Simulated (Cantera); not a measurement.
Input: 1 mol Si₂H₆, 9.8 mol CO₂, 11 mol H₂, equilibrated at 23.0 mbar.

Cantera equilibrium calculation (NASA polynomials, part measured and part estimated; ideal gas, pure solids and liquids). Candidate condensed phases: C, C₆H₆, C₇H₈, C₈H₁₈, H₂O, Si, SiC, SiO₂; 123 gas species. The feed counts by its element totals alone. Equilibrium is a limit: real reactors are often held back by kinetics, nucleation or transport.

Q: Which condensed phases are stable at each of these points (T (°C)): 477, 527, 577, 627, 677, 727, 777, 827?

A: 
```tsv
T (°C)	condensed phases	Si condensed (%)
477	C(graphite) + SiO₂(α-quartz)	100.0
527	SiO₂(α-quartz)	100.0
577	SiO₂(β-quartz)	100.0
627	SiO₂(β-quartz)	100.0
677	SiO₂(β-quartz)	100.0
727	SiO₂(β-quartz)	100.0
777	SiO₂(β-quartz)	100.0
827	SiO₂(β-quartz)	100.0
```

At 477 °C the condensed part is C(graphite) + SiO₂(α-quartz). At 527 °C the condensed part is SiO₂(α-quartz). From 577 °C to 827 °C the condensed part is SiO₂(β-quartz).
